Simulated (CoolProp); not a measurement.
A simple Rankine cycle with cis-2-butene: condensing at 320.15 K, boiler at 1.15 MPa, turbine inlet 377.9 K, turbine efficiency 0.6, pump efficiency 0.7, no recuperator. Each further row changes one setting.

Values from CoolProp's reference Helmholtz-energy equation of state, Lemmon 2005. It is a short technical equation, of lower accuracy than the large ones.

```
case                             thermal efficiency (%)  net work (kJ/kg)  heat in (kJ/kg)  turbine exit temperature (K)  volume ratio over the turbine
-------------------------------  ----------------------  ----------------  ---------------  ----------------------------  -----------------------------
as stated                                           6.0              26.8              444                         349.0                           2.90
turbine inlet 397.9 K                               6.0              29.3              485                         370.7                           2.86
condensing temperature 312.15 K                     7.1              32.8              463                         343.8                           3.63
boiler pressure 0.805 MPa                           4.1              18.8              457                         360.6                           1.97
turbine efficiency 0.5                              5.0              22.0              444                         351.8                           2.93
```
